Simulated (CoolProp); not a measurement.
Aqueous ammonia as a coolant, 27 % by mass, freezing at -65.5 °C, 1 atm.

Model: Melinder's fits for secondary coolants, in CoolProp.

| T (°C) | cp (kJ/(kg K)) | density (kg/m³) | conductivity (W/(m K)) | viscosity (mPa s) |
|---|---|---|---|---|
| -2.8 | 4.248 | 913.7 | 0.416 | 2.43 |
| -0.8 | 4.246 | 912.6 | 0.420 | 2.28 |
| 1.1 | 4.244 | 911.6 | 0.423 | 2.15 |
| 3 | 4.243 | 910.6 | 0.426 | 2.03 |
| 5 | 4.241 | 909.5 | 0.430 | 1.91 |
| 6.9 | 4.240 | 908.4 | 0.433 | 1.81 |
| 8.9 | 4.238 | 907.3 | 0.437 | 1.71 |
| 10.8 | 4.237 | 906.2 | 0.440 | 1.62 |
| 12.7 | 4.235 | 905.1 | 0.443 | 1.53 |
| 14.7 | 4.234 | 903.9 | 0.447 | 1.45 |
| 16.6 | 4.233 | 902.8 | 0.450 | 1.38 |
| 18.5 | 4.231 | 901.6 | 0.453 | 1.31 |
| 20.5 | 4.230 | 900.4 | 0.456 | 1.25 |
